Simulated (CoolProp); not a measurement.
Octamethylcyclotetrasiloxane (D4) along the isotherm 620 K: density (kg/m³) from the reference equation and from simpler models built on Tc = 586.5 K, pc = 1347 kPa, ω = 0.598; each cubic takes its own stable root.

The numbers come from the reference Helmholtz-energy equation of state, Thol 2015 in CoolProp.

| p (kPa) | phase | reference | Redlich-Kwong | Soave-Redlich-Kwong |
|---|---|---|---|---|
| 10.7 | gas | 0.6171 | 0.6171 | 0.6170 |
| 24.2 | gas | 1.400 | 1.400 | 1.399 |
| 55.2 | gas | 3.214 | 3.215 | 3.212 |
| 126 | gas | 7.451 | 7.455 | 7.442 |
| 286 | gas | 17.56 | 17.58 | [?] |
| 650 | gas | 44.00 | [?] | [?] |
| 1480 | supercritical | 142.0 | 150.4 | 136.4 |
| 3370 | supercritical | 483.4 | 444.9 | 415.9 |

Problem. Complete the blanks.

Solution. 
- 286, Soave-Redlich-Kwong: 17.50
- 650, Redlich-Kwong: 44.19
- 650, Soave-Redlich-Kwong: 43.58
